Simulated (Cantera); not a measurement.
What does this Cantera script print?

```python
import numpy as np
import cantera as ct

gas_names = """
    B BH BH2 BH3 BN B2 H H2 N NH NH2 NH3 N2 N2H2 N2H4
""".split()
cond_names = """
    B(b) B(L) BN(s)
""".split()


def load(file, names, dense=False):
    # The tables refer to 1 bar. Condensed volumes are neglected.
    table = {s.name: s for s in ct.Species.list_from_file(file)}
    out = []
    for n in names:
        d = dict(table[n].input_data)
        d["thermo"] = dict(d["thermo"], **{"reference-pressure": 1e5})
        if dense:
            d["equation-of-state"] = {"model": "constant-volume", "density": "1e6 g/cm^3"}
        out.append(ct.Species.from_dict(d))
    return out


gas = ct.Solution(thermo="ideal-gas", species=load("nasa_gas.yaml", gas_names))
cond = {s.name: ct.Solution(thermo="fixed-stoichiometry", species=[s], name=s.name)
        for s in load("nasa_condensed.yaml", cond_names, dense=True)}
atoms = {
    'B2H6': {'B': 2, 'H': 6},
    'N2': {'N': 2},
    'H2': {'H': 2},
}
top_T = {'BN(s)': 3200}  # K; cautious upper limits of use, not melting points


def equilibrate(T, P, feed):
    n = {}
    for name, mol in feed.items():
        for a, k in atoms[name].items():
            n[a] = n.get(a, 0.0) + k * mol
    gas.TPX = T, P, n
    mass = sum(n.values()) * gas.mean_molecular_weight
    gas.equilibrate("TP")
    valid = [c for c in cond.values() if c.min_temp <= T <= top_T.get(c.name, c.max_temp)]
    mix = ct.Mixture([(gas, mass / gas.mean_molecular_weight)] + [(c, 0.0) for c in valid])
    mix.T, mix.P = T, P
    mix.equilibrate("TP", solver="vcs", rtol=1e-11, max_steps=5000)
    return mix


results = []
P = 1000  # Pa
for T in [1050, 1200, 1350, 1500, 1650, 1800, 1950, 2100, 2250, 2400]:
    for m in [0.38, 0.49, 0.64, 0.83, 1.1, 1.4, 1.8, 2.3, 3]:
        feed = {'B2H6': 1, 'N2': m, 'H2': 3.4}  # mol
        mix = equilibrate(T, P, feed)
        results.append((T, P, feed, dict(zip(mix.species_names, mix.species_moles))))

for T, P, feed, n in results:
    print(f"{T:7g} {feed['N2']:10.4g}  " + (" + ".join(c for c in cond_names if n.get(c, 0) > 1e-12) or "gas only"))
```

Result:

```
   1050       0.38  B(b) + BN(s)
   1050       0.49  B(b) + BN(s)
   1050       0.64  B(b) + BN(s)
   1050       0.83  B(b) + BN(s)
   1050        1.1  BN(s)
   1050        1.4  BN(s)
   1050        1.8  BN(s)
   1050        2.3  BN(s)
   1050          3  BN(s)
   1200       0.38  B(b) + BN(s)
   1200       0.49  B(b) + BN(s)
   1200       0.64  B(b) + BN(s)
   1200       0.83  B(b) + BN(s)
   1200        1.1  BN(s)
   1200        1.4  BN(s)
   1200        1.8  BN(s)
   1200        2.3  BN(s)
   1200          3  BN(s)
   1350       0.38  B(b) + BN(s)
   1350       0.49  B(b) + BN(s)
   1350       0.64  B(b) + BN(s)
   1350       0.83  B(b) + BN(s)
   1350        1.1  BN(s)
   1350        1.4  BN(s)
   1350        1.8  BN(s)
   1350        2.3  BN(s)
   1350          3  BN(s)
   1500       0.38  B(b) + BN(s)
   1500       0.49  B(b) + BN(s)
   1500       0.64  B(b) + BN(s)
   1500       0.83  B(b) + BN(s)
   1500        1.1  BN(s)
   1500        1.4  BN(s)
   1500        1.8  BN(s)
   1500        2.3  BN(s)
   1500          3  BN(s)
   1650       0.38  B(b) + BN(s)
   1650       0.49  B(b) + BN(s)
   1650       0.64  B(b) + BN(s)
   1650       0.83  B(b) + BN(s)
   1650        1.1  BN(s)
   1650        1.4  BN(s)
   1650        1.8  BN(s)
   1650        2.3  BN(s)
   1650          3  BN(s)
   1800       0.38  B(b) + BN(s)
   1800       0.49  B(b) + BN(s)
   1800       0.64  B(b) + BN(s)
   1800       0.83  B(b) + BN(s)
   1800        1.1  BN(s)
   1800        1.4  BN(s)
   1800        1.8  BN(s)
   1800        2.3  BN(s)
   1800          3  BN(s)
   1950       0.38  B(b) + BN(s)
   1950       0.49  B(b) + BN(s)
   1950       0.64  B(b) + BN(s)
   1950       0.83  B(b) + BN(s)
   1950        1.1  BN(s)
   1950        1.4  BN(s)
   1950        1.8  BN(s)
   1950        2.3  BN(s)
   1950          3  BN(s)
   2100       0.38  B(b) + BN(s)
   2100       0.49  B(b) + BN(s)
   2100       0.64  B(b) + BN(s)
   2100       0.83  B(b) + BN(s)
   2100        1.1  B(b) + BN(s)
   2100        1.4  BN(s)
   2100        1.8  BN(s)
   2100        2.3  BN(s)
   2100          3  BN(s)
   2250       0.38  B(b)
   2250       0.49  B(b)
   2250       0.64  B(b)
   2250       0.83  B(b)
   2250        1.1  B(b)
   2250        1.4  B(b)
   2250        1.8  B(b)
   2250        2.3  B(b)
   2250          3  B(b)
   2400       0.38  B(L)
   2400       0.49  B(L)
   2400       0.64  B(L)
   2400       0.83  B(L)
   2400        1.1  B(L)
   2400        1.4  B(L)
   2400        1.8  B(L)
   2400        2.3  B(L)
   2400          3  B(L)
```

Equilibrium computed with Cantera from the NASA thermochemical tables; the gas is ideal and each condensed phase is pure. The feed counts by its element totals alone. N2 is the only nitrogen source here; it is nearly inert below about 1500 K, so the nitride shown seldom forms there in practice. Mutual solubility and eutectic melting of coexisting phases are not modelled.
